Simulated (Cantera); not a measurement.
CuF2 + N2 (halide evaporation, hydrolysis and transport)

Input: 1 mol CuF2, a varied amount of N2, equilibrated at 1652 °C and 1.30 mbar.

These are equilibrium values from Cantera (NASA tables, ideal gas, pure condensed phases), not measurements of a reactor. Candidate condensed phases: Cu, CuF2; 11 gas species. The numbers say what is thermodynamically allowed, not how fast it happens.

```csv
n(N2) (mol),log p N2,log p F,log p CuF,log p Cu,log p CuF2
35,-2.91,-4.45,-4.47,-6.16,-6.26
46,-2.90,-4.56,-4.58,-6.17,-6.48
60,-2.90,-4.67,-4.70,-6.18,-6.70
78,-2.90,-4.78,-4.81,-6.18,-6.92
100,-2.89,-4.88,-4.92,-6.19,-7.13
130,-2.89,-4.98,-5.04,-6.20,-7.35
170,-2.89,-5.09,-5.16,-6.22,-7.58
220,-2.89,-5.19,-5.28,-6.23,-7.81
290,-2.89,-5.30,-5.41,-6.26,-8.05
380,-2.89,-5.41,-5.54,-6.28,-8.28
```
log p: log10 of the partial pressure in bar; nothing condenses.

From 35 mol N2 to 380 mol N2 nothing is condensed. The main Cu-bearing gas is CuF throughout.
